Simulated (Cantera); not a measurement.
**Ammonia decomposition in nitride growth gas**

An isothermal, constant-pressure homogeneous reactor starts with 38.5 % NH3, 61.5 % H2, at 1825 K and 1.01 bar.

Computed with Cantera and the gas-phase N/H chemistry of the illustrative SiF4/NH3 mechanism in the Surface Chemkin manual (1991). Walls and surfaces, which speed up NH3 decomposition in real reactors, are not modelled.

| t (s) | x NH3 | x H2 | x NH2 | x N | x N2H2 |
|---|---|---|---|---|---|
| 1.00e-5 | 0.385 | 0.615 | 6.43e-6 | 1.72e-12 | 1.86e-10 |
| 2.51e-5 | 0.385 | 0.615 | 1.62e-5 | 3.10e-11 | 1.51e-9 |
| 6.31e-5 | 0.385 | 0.615 | 4.04e-5 | 5.06e-10 | 1.12e-8 |
| 0.000159 | 0.384 | 0.615 | 9.84e-5 | 7.29e-9 | 8.12e-8 |
| 0.000399 | 0.384 | 0.615 | 0.000198 | 5.81e-8 | 4.16e-7 |
| 0.00100 | 0.384 | 0.616 | 0.000242 | 1.05e-7 | 6.72e-7 |
| 0.00252 | 0.382 | 0.617 | 0.000242 | 1.06e-7 | 6.74e-7 |
| 0.00632 | 0.377 | 0.620 | 0.000240 | 1.06e-7 | 6.63e-7 |
| 0.0159 | 0.367 | 0.627 | 0.000235 | 1.06e-7 | 6.35e-7 |
| 0.0399 | 0.342 | 0.643 | 0.000224 | 1.06e-7 | 5.73e-7 |
| 0.100 | 0.289 | 0.676 | 0.000199 | 1.05e-7 | 4.49e-7 |
| 0.252 | 0.200 | 0.733 | 0.000152 | 1.00e-7 | 2.63e-7 |
| 0.634 | 0.0974 | 0.799 | 8.84e-5 | 8.43e-8 | 9.19e-8 |
| 1.59 | 0.0322 | 0.840 | 3.56e-5 | 5.10e-8 | 1.60e-8 |
| 4.00 | 0.00934 | 0.855 | 1.15e-5 | 2.08e-8 | 1.76e-9 |
x: mole fraction; the columns are a selection and need not sum to one.

Equilibrium at this temperature and pressure: NH3 8.30e-6, H2 0.861, NH2 1.07e-8, N 2.09e-11, N2H2 <1e-12 (gas phase only).
